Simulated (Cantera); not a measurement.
What does this Cantera script print?

```python
import numpy as np
import cantera as ct

surf = ct.Interface("ptcombust.yaml", "Pt_surf")
gas = surf.adjacent["gas"]
gas.TPX = 1248, 9300, {'CH4': 0.0021, 'O2': 0.041, 'N2': 0.79, 'H2O': 0.02}
surf.TP = 1248, 9300
reactor = ct.FlowReactor(gas, clone=False)
reactor.area = 0.0001  # m2
reactor.surface_area_to_volume_ratio = 6100  # 1/m
reactor.mass_flow_rate = 0.52 * reactor.area * gas.density  # inlet velocity 0.52 m/s
reactor.energy_enabled = False
wall = ct.ReactorSurface(surf, reactor, clone=False)
net = ct.ReactorNet([reactor])
net.rtol, net.atol = 1e-8, 1e-16
show, cover = ['CH4', 'O2', 'H2O', 'CO2', 'CO'], ['PT(S)', 'H(S)', 'O(S)', 'OH(S)', 'CO(S)', 'C(S)']

rows = []
print(f"{'z/m':>9s}{'u/(m/s)':>9s}" + "".join(f"{s:>13s}" for s in show + cover))
for z in [0.00012, 0.00021, 0.00038, 0.00068, 0.0012, 0.0021, 0.0038, 0.0068, 0.012]:
    net.advance(z)
    rows.append([reactor.speed, *gas[show].X, *surf[cover].coverages])
    print(f"{z:9.4g}{rows[-1][0]:9.3g}" + "".join(f"{x:13.4e}" for x in rows[-1][1:]))
```

Output:

```
      z/m  u/(m/s)          CH4           O2          H2O          CO2           CO        PT(S)         H(S)         O(S)        OH(S)        CO(S)         C(S)
  0.00012     0.52   3.4240e-04   4.3826e-02   2.7674e-02   2.1148e-03   1.0949e-06   6.9701e-01   4.0324e-06   3.0246e-01   5.1869e-04   1.3102e-07   2.2372e-09
  0.00021     0.52   7.7312e-05   4.3296e-02   2.8204e-02   2.3804e-03   2.4795e-07   6.9755e-01   4.0771e-06   3.0192e-01   5.2310e-04   2.9698e-08   5.0694e-10
  0.00038     0.52   4.6488e-06   4.3151e-02   2.8349e-02   2.4534e-03   1.5176e-08   6.9770e-01   4.0894e-06   3.0177e-01   5.2431e-04   1.7973e-09   3.0512e-11
  0.00068     0.52   4.4809e-08   4.3141e-02   2.8359e-02   2.4583e-03   4.0013e-10   6.9771e-01   4.0902e-06   3.0176e-01   5.2439e-04   2.6968e-11   2.9412e-13
   0.0012     0.52   1.0104e-08   4.3140e-02   2.8360e-02   2.4587e-03   2.6017e-10   6.9771e-01   4.0903e-06   3.0176e-01   5.2439e-04   1.2537e-11   6.6320e-14
   0.0021     0.52   6.9609e-09   4.3139e-02   2.8360e-02   2.4593e-03   2.0918e-10   6.9771e-01   4.0903e-06   3.0176e-01   5.2440e-04   9.7744e-12   4.5692e-14
   0.0038     0.52   3.4520e-09   4.3137e-02   2.8362e-02   2.4601e-03   1.4187e-10   6.9771e-01   4.0905e-06   3.0176e-01   5.2441e-04   6.2958e-12   2.2660e-14
   0.0068     0.52   9.9943e-10   4.3136e-02   2.8363e-02   2.4608e-03   7.4917e-11   6.9772e-01   4.0906e-06   3.0175e-01   5.2442e-04   3.1084e-12   6.5605e-15
    0.012     0.52   1.1824e-10   4.3136e-02   2.8363e-02   2.4613e-03   2.6778e-11   6.9772e-01   4.0906e-06   3.0175e-01   5.2442e-04   1.0483e-12   7.7614e-16
```

Computed with Cantera and Deutschmann's 1995 Pt surface mechanism with GRI-Mech 3.0 gas chemistry. Catalytic surfaces can have several steady states; this one follows from the mechanism file's or the stated starting coverage. Mass transfer to the wall is taken as infinitely fast.
